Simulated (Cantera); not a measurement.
Cantera run, input and output.

```python
import numpy as np
import cantera as ct

gas = ct.Solution("gri30.yaml")


def delay(T, t_max=10):
    gas.TPX = T, 101325, {'C3H8': 1, 'O2': 3.57, 'N2': 13.4}
    reactor = ct.IdealGasConstPressureReactor(gas, clone=False)
    net = ct.ReactorNet([reactor])
    net.rtol, net.atol = 1e-8, 1e-16
    while net.time < t_max:
        t_old, T_old = net.time, reactor.T
        net.step()
        if reactor.T > T + 400:  # ignition: a rise of 400 K
            return t_old + (T + 400 - T_old) / (reactor.T - T_old) * (net.time - t_old)
    return np.nan


taus = []
for T in [1075, 1125, 1175, 1225, 1275, 1325, 1375, 1425, 1475]:
    taus.append(delay(T))
    print(f"T0 = {T:6g} K   tau = {taus[-1]:.4e} s")
```

Output:

```
T0 =   1075 K   tau = 1.0052e-01 s
T0 =   1125 K   tau = 3.1754e-02 s
T0 =   1175 K   tau = 1.0620e-02 s
T0 =   1225 K   tau = 3.8530e-03 s
T0 =   1275 K   tau = 1.5375e-03 s
T0 =   1325 K   tau = 6.7811e-04 s
T0 =   1375 K   tau = 3.3014e-04 s
T0 =   1425 K   tau = 1.7644e-04 s
T0 =   1475 K   tau = 1.0268e-04 s
```

Model: GRI-Mech 3.0 (53 species, 325 reactions), integrated in Cantera. GRI-Mech 3.0 was tuned for natural gas; its chemistry of propane as a main component is partial and can be far from experiment.
